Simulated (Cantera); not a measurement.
Input (Python, Cantera):

```python
import numpy as np
import cantera as ct

surf = ct.Interface("diamond.yaml", "diamond_100")
gas, bulk = surf.adjacent["gas"], surf.adjacent["diamond"]
k = surf.kinetics_species_index(bulk.species_names[0])
cover = ["c6HH", "c6H*", "c6*H", "c6**", "c6HM", "c6B"]

rows, drift = [], 0.0
print(f"{'xH':>10s}{'um/h':>11s}" + "".join(f"{s:>11s}" for s in cover))
for v in [0.0001, 0.00024, 0.00059, 0.0014, 0.0035, 0.0085, 0.021, 0.05, 0.12]:
    T, P, xH, xCH3 = 1023, 15000, v, 2.3e-05
    gas.TPX = T, P, {"H": xH, "CH3": xCH3, "CH4": 0.0054, "H2": 1 - xH - xCH3 - 0.0054}
    surf.TP = bulk.TP = T, P
    surf.coverages = "c6H*:0.1, c6HH:0.9"
    surf.advance_coverages(100.0)
    before = surf.coverages
    surf.advance_coverages(100.0)
    drift = max(drift, np.max(np.abs(surf.coverages - before) / (surf.coverages + 1e-9)))
    rate = surf.net_production_rates[k] * bulk.mean_molecular_weight / bulk.density * 3.6e9
    rows.append([rate, *surf[cover].coverages])
    print(f"{v:10.4g}{rate:11.4e}" + "".join(f"{x:11.3e}" for x in rows[-1][1:]))
```

Output:

```
        xH       um/h       c6HH       c6H*       c6*H       c6**       c6HM        c6B
    0.0001 6.8752e-01  5.884e-01  1.743e-02  3.350e-01  4.923e-03  3.857e-02  1.866e-09
   0.00024 1.1582e+00  5.742e-01  1.881e-02  3.614e-01  7.504e-03  2.712e-02  3.143e-09
   0.00059 1.5703e+00  5.725e-01  1.965e-02  3.773e-01  9.499e-03  1.498e-02  4.261e-09
    0.0014 1.8139e+00  5.737e-01  2.010e-02  3.854e-01  1.060e-02  7.299e-03  4.922e-09
    0.0035 1.9433e+00  5.748e-01  2.037e-02  3.893e-01  1.117e-02  3.129e-03  5.273e-09
    0.0085 2.0002e+00  5.753e-01  2.062e-02  3.908e-01  1.143e-02  1.326e-03  5.428e-09
     0.021 2.0290e+00  5.755e-01  2.105e-02  3.911e-01  1.159e-02  5.442e-04  5.506e-09
      0.05 2.0509e+00  5.755e-01  2.197e-02  3.904e-01  1.177e-02  2.308e-04  5.565e-09
      0.12 2.0881e+00  5.753e-01  2.413e-02  3.883e-01  1.213e-02  9.766e-05  5.666e-09
```

Detailed kinetics in Cantera: the Harris–Goodwin 1993 mechanism for the reconstructed diamond (100) surface.
